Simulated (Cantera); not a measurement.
# Transport properties of process gases

Gas mixture: 16.2 % N2, 39.0 % H2O, 44.8 % NO, at 0.00410 bar, frozen composition.

Cantera's kinetic-theory transport with the Lennard-Jones parameters of GRI-Mech 3.0, ideal gas; thermal conductivity in the mixture-averaged form. Polar gases are described roughly by these parameters. The composition is frozen, though it would react at the higher temperatures.

```tsv
T (K)	ρ (kg/m³)	cp (J/kg/K)	μ (µPa s)	λ (mW/m/K)	Pr	D (cm²/s) CO2	D (cm²/s) N2	D (cm²/s) CH3
400	0.00308	1261	19.5	34.2	0.720	67.0	89.8	95.3
600	0.00206	1321	27.2	50.6	0.711	141	184	196
800	0.00154	1394	34.2	67.5	0.706	235	302	323
1000	0.00123	1465	40.6	84.6	0.703	346	442	473
1200	0.00103	1525	46.6	101	0.701	473	602	644
1400	0.000881	1579	52.3	118	0.700	615	779	835
1600	0.000771	1625	57.6	134	0.699	771	974	1040
```
D: mixture-averaged diffusion coefficient of that species in the mixture.
